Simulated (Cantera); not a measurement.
A perfectly stirred reactor is fed with C2H6 : N2 = 1 : 1.7 (molar parts), at 10.00 Torr; it is held at 1275 K, and followed from long to short residence time.

Cantera simulation using GRI-Mech 3.0 (53 species, 325 reactions); the numbers are that mechanism's predictions, not measurements. GRI-Mech 3.0 stops at C3 and has no aromatics, soot or wall deposition, so with more carbon than oxygen in the feed, carbon stays in small species such as C2H2 where larger ones or solid carbon would form. Radical loss at walls, strong at low pressure, is not modelled.

Problem. What does this change do: temperature 1275 to 1523 K?

Solution. 
```csv
quantity,before,after
x(C2H6) at τ = 2.40 s,0.00531,0.000258
x(HCN) at τ = 2.40 s,6.89e-10,6.94e-7
x(C2H2) at τ = 2.40 s,0.145,0.197
x(CH2) at τ = 2.40 s,1.16e-8,4.64e-7
x(CH3) at τ = 2.40 s,0.000197,0.000822
x(C2H6) at τ = 49.0 ms,0.148,0.00925
x(HCN) at τ = 49.0 ms,3.61e-10,1.57e-7
x(C2H2) at τ = 49.0 ms,0.0152,0.140
x(CH2) at τ = 49.0 ms,1.06e-7,3.12e-6
x(CH3) at τ = 49.0 ms,0.000983,0.00479
```
